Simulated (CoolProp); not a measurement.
Properties of isopentane along the isobar 41.2 bar (Tc = 460.3 K, pc = 33.78 bar, ω = 0.227).

The numbers come from the reference Helmholtz-energy equation of state, Lemmon 2006 in CoolProp. It is a short technical equation, of lower accuracy than the large ones.

```json
[
 {"T (K)": "276.6", "phase": "liquid", "Z": "0.2016", "fugacity coefficient": "0.01160"},
 {"T (K)": "308.6", "phase": "liquid", "Z": "0.1898", "fugacity coefficient": "0.03631"},
 {"T (K)": "340.5", "phase": "liquid", "Z": "0.1819", "fugacity coefficient": "0.08686"},
 {"T (K)": "372.4", "phase": "liquid", "Z": "0.1777", "fugacity coefficient": "0.1712"},
 {"T (K)": "404.3", "phase": "liquid", "Z": "0.1781", "fugacity coefficient": "0.2912"},
 {"T (K)": "436.2", "phase": "liquid", "Z": "0.1867", "fugacity coefficient": "0.4405"},
 {"T (K)": "468.1", "phase": "supercritical", "Z": "0.2387", "fugacity coefficient": "0.6004"},
 {"T (K)": "500", "phase": "supercritical", "Z": "0.5888", "fugacity coefficient": "0.6994"}
]
```
